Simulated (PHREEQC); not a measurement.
Consider water at 25 °C with 0.013 mol/kgw ZnSO4. Closed to the air; pH follows from the charge balance.

Computed with PHREEQC (ion-association model, wateq4f.dat).

| quantity | before | after |
|---|---|---|
| pH | 5.72 | 5.15 |
| ionic strength (mol/kgw) | 0.0336 | 0.0316 |
| Zn+2 (mol/kgw) | 0.00839 | 0.00789 |
| SO4-2 (mol/kgw) | 0.00810 | 0.00768 |
| ZnSO4 (mol/kgw) | 0.00432 | 0.00486 |
| Zn(SO4)2-2 (mol/kgw) | 0.000291 | 0.000225 |
| SI of Zincite(c) (ZnO) | -2.05 | -0.94 |
| SI of Goslarite (ZnSO4:7H2O) | -2.77 | -3.21 |

Q: What was changed between the two runs?
A. diluted 5-fold with water
B. temperature from 25 to 75 °C
C. ZnSO4 from 0.013 to 0.0065 mol/kgw
D. temperature from 25 to 30 °C
E. ZnSO4 from 0.013 to 0.026 mol/kgw

A: B, temperature from 25 to 75 °C

This is a speciation only: nothing precipitates in the calculation. At this temperature some constants are extrapolated from 25 °C, and those without enthalpy data are left unchanged.
